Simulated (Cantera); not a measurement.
**Ignition delay**

Mixture: 11.7 % CO, 4.20 % H₂, 3.03 % CH₄, 17.0 % O₂, 64.1 % N₂, at 4.93 atm, adiabatic and at constant pressure. Ignition delay is the time to a rise of 400 K.

Model: GRI-Mech 3.0 (53 species, 325 reactions), integrated in Cantera. Below about 1000 K GRI-Mech 3.0 lacks low-temperature oxidation paths.

```json
[
 {"T0 (K)": "973", "delay (ms)": "11.4"},
 {"T0 (K)": "1073", "delay (ms)": "0.935"},
 {"T0 (K)": "1173", "delay (ms)": "0.207"},
 {"T0 (K)": "1273", "delay (ms)": "0.0771"},
 {"T0 (K)": "1373", "delay (ms)": "0.0363"},
 {"T0 (K)": "1473", "delay (ms)": "0.0198"},
 {"T0 (K)": "1573", "delay (ms)": "0.0122"},
 {"T0 (K)": "1673", "delay (ms)": "0.00811"},
 {"T0 (K)": "1773", "delay (ms)": "0.00575"},
 {"T0 (K)": "1873", "delay (ms)": "0.00427"}
]
```

| Item | Value |
|---|---|
| apparent activation energy between 1673 and 1873 K | 84 kJ/mol |
